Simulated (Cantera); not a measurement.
Charge: 1 mol CaO, 17 mol HF, 22 mol N2.

Method: chemical equilibrium by Gibbs-energy minimisation in Cantera with the NASA 1993 tables (ideal gas, pure condensed phases). Candidate condensed phases: Ca, CaF2, CaO, Ca(OH)2, H2O; 47 gas species. The numbers say what is thermodynamically allowed, not how fast it happens.

Stable condensed phases, one row left out:

```
T in K \ P in Pa
              1    3.6     13     46    170    600   2200   7700  28000 100000
   1923       A      A      A      A      A      A      A      B      B      B
   1723       A      A      A      A      A      B      B      B      B      B
   1623       A      A      A      A      B      B      B      B      B      B
   1523       A      A      A      B      B      B      B      B      B      B
   1423       A      B      B      B      B      B      B      B      B      B
   1323       B      B      B      B      B      B      B      B      B      B
   1223       B      B      B      B      B      B      B      B      B      B
   1123       B      B      B      B      B      B      B      B      B      B
   1023       B      B      B      B      B      B      B      B      B      B
```

A: gas only; B: CaF2.

### Question
Give the row for 1823 K.

### Answer
1: gas only; 3.6: gas only; 13: gas only; 46: gas only; 170: gas only; 600: gas only; 2200: CaF2; 7700: CaF2; 28000: CaF2; 100000: CaF2.
